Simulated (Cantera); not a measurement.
An isothermal, constant-pressure homogeneous reactor starts with NH₃ : H₂ = 1 : 0.93 (molar parts), at 2250 K and 0.0150 bar.

Model: the gas-phase N/H chemistry of the illustrative SiF4/NH3 mechanism in the Surface Chemkin manual (1991), integrated in Cantera. Walls and surfaces, which speed up NH3 decomposition in real reactors, are not modelled.

x: mole fraction; the columns are a selection and need not sum to one.

| t (s) | x NH₃ | x H₂ | x H | x NH₂ | x N | x NH |
|---|---|---|---|---|---|---|
| 0.000400 | 0.517 | 0.482 | 0.000169 | 0.000563 | 6.50e-8 | 4.06e-6 |
| 0.000984 | 0.516 | 0.482 | [?] | [?] | [?] | [?] |
| 0.00242 | 0.512 | 0.484 | 0.000735 | 0.00241 | 4.70e-6 | 7.08e-5 |
| 0.00596 | 0.498 | 0.493 | 0.000833 | 0.00261 | 6.21e-6 | 8.46e-5 |
| 0.0147 | 0.467 | 0.514 | 0.000886 | 0.00250 | 6.34e-6 | 8.35e-5 |
| 0.0361 | 0.399 | 0.560 | 0.00101 | 0.00223 | 6.57e-6 | 8.04e-5 |
| 0.0887 | 0.279 | 0.640 | 0.00128 | 0.00174 | 6.89e-6 | 7.27e-5 |
| 0.218 | 0.129 | 0.741 | 0.00188 | 0.00102 | 7.10e-6 | 5.65e-5 |
| 0.537 | 0.0241 | 0.810 | 0.00352 | 0.000327 | 7.26e-6 | 3.25e-5 |
| 1.32 | 9.56e-5 | 0.812 | 0.0188 | 6.92e-6 | 4.52e-6 | 3.74e-6 |
| 3.25 | [?] | 0.785 | [?] | [?] | [?] | [?] |
| 8.00 | 9.25e-8 | 0.780 | 0.0539 | 2.00e-8 | 1.17e-7 | 3.23e-8 |

**Question.** What belongs in the gaps?

**Answer.** 
- 0.000984, x H: 0.000398
- 0.000984, x NH₂: 0.00133
- 0.000984, x N: 8.51e-7
- 0.000984, x NH: 2.24e-5
- 3.25, x NH₃: 5.02e-7
- 3.25, x H: 0.0484
- 3.25, x NH₂: 9.68e-8
- 3.25, x N: 4.49e-7
- 3.25, x NH: 1.39e-7
